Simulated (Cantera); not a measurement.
Charge: 1 mol CS2, a varied amount of O2, held at 1350 K and 26.0 mbar.

These are equilibrium values from Cantera (NASA tables, ideal gas, pure condensed phases), not measurements of a reactor. Candidate condensed phases: C, S; 22 gas species. Rates play no part.

Q: Which condensed phases are stable at each of these points (n(O2) (mol)): 0.038, 0.068, 0.12, 0.22, 0.39, 0.69, 1.2?

A: 
| n(O2) (mol) | condensed phases | C condensed (%) |
|---|---|---|
| 0.038 | C(graphite) | 7.4 |
| 0.068 | C(graphite) | 1.4 |
| 0.12 | gas only | 0.0 |
| 0.22 | gas only | 0.0 |
| 0.39 | gas only | 0.0 |
| 0.69 | gas only | 0.0 |
| 1.2 | gas only | 0.0 |

From 0.038 mol O2 to 0.068 mol O2 the condensed part is C(graphite). From 0.12 mol O2 to 1.2 mol O2 nothing is condensed.
